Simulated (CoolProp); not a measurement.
Normal hydrogen along the isotherm 20.4 K: density (kg/m³) from the reference equation and from simpler models built on Tc = 33.1 K, pc = 1.296 MPa, ω = -0.219; each cubic takes its own stable root.

Model: reference Helmholtz-energy equation of state, Leachman 2009, in CoolProp.

| p (MPa) | phase | reference | van der Waals | Soave-Redlich-Kwong |
|---|---|---|---|---|
| 0.27 | liquid | 71.04 | 58.00 | 78.93 |
| 0.54 | liquid | 71.40 | (withheld) | 79.36 |
| 0.81 | liquid | 71.74 | 58.63 | 79.77 |
| 1.08 | liquid | 72.08 | (withheld) | 80.16 |
| 1.35 | liquid | 72.40 | 59.19 | 80.54 |
| 1.62 | liquid | 72.71 | 59.45 | 80.90 |
| 1.89 | liquid | 73.02 | 59.69 | 81.25 |
| 2.16 | liquid | 73.31 | 59.93 | 81.59 |
| 2.43 | liquid | 73.60 | 60.15 | 81.91 |
| 2.7 | liquid | 73.88 | 60.37 | 82.22 |
| 2.97 | liquid | 74.15 | (withheld) | 82.52 |
| 3.24 | liquid | 74.41 | (withheld) | (withheld) |

What belongs in the gaps?


- 0.54, van der Waals: 58.33
- 1.08, van der Waals: 58.92
- 2.97, van der Waals: 60.57
- 3.24, van der Waals: 60.77
- 3.24, Soave-Redlich-Kwong: 82.82
